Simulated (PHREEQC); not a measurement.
A solution holds 0.051 mol/kgw BaCl2 and 0.0001 mol/kgw NaHCO3, at 25 °C. Closed to the air; pH follows from the charge balance.

Computed with PHREEQC (ion-association model, phreeqc.dat).

| Quantity | Result |
|---|---|
| pH | 7.74 |
| ionic strength | 0.153 mol/kgw |
| specific conductance | 10500 µS/cm |
| density | 1.006 g/cm³ |
| total alkalinity | 0.100 meq/kg |

| species | molality | activity | log γ |
|---|---|---|---|
| Cl- | 0.102 | 0.0750 | -0.133 |
| Ba+2 | 0.0510 | 0.0160 | -0.504 |
| Na+ | 0.000100 | 7.61e-5 | -0.118 |
| HCO3- | 8.29e-5 | 6.32e-5 | -0.118 |
| BaHCO3+ | 1.28e-5 | 9.69e-6 | -0.120 |
| CO2 | 2.53e-6 | 2.62e-6 | 0.015 |
| BaCO3 | 1.28e-6 | 1.33e-6 | 0.015 |
| OH- | 7.53e-7 | 5.49e-7 | -0.138 |
| CO3-2 | 4.77e-7 | 1.61e-7 | -0.471 |
| BaOH+ | 3.88e-8 | 2.94e-8 | -0.121 |
| H+ | 2.28e-8 | 1.84e-8 | -0.093 |
| NaHCO3 | 2.61e-9 | 2.71e-9 | 0.015 |

Precipitation was switched off in this run. Complexes and solids missing from the database can't appear.
